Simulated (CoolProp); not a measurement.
Vapour-liquid equilibrium of acetone (1) + n-dodecane (2) at 372.7 K; x and y are mole fractions of (1).

Computed with CoolProp (multi-fluid Helmholtz-energy mixture model, Lemmon 2006 and Lemmon 2004; pair parameters Bell 2016).

**Question.** Give the bubble pressure and the first vapour's composition at x = 0.125, 0.35, 0.65. Is there an azeotrope?

**Answer.** x = 0.125: 0.6842 bar, y = 0.973; x = 0.35: 2.013 bar, y = 0.992; x = 0.65: 2.778 bar, y = 0.995. No azeotrope shows between x = 0.05 and 0.95.

Pair parameters are fitted to limited data, so mixtures are less certain than the pure fluids. With so large a gap from Raoult's law the liquid may split in two, which this calculation doesn't test in full.
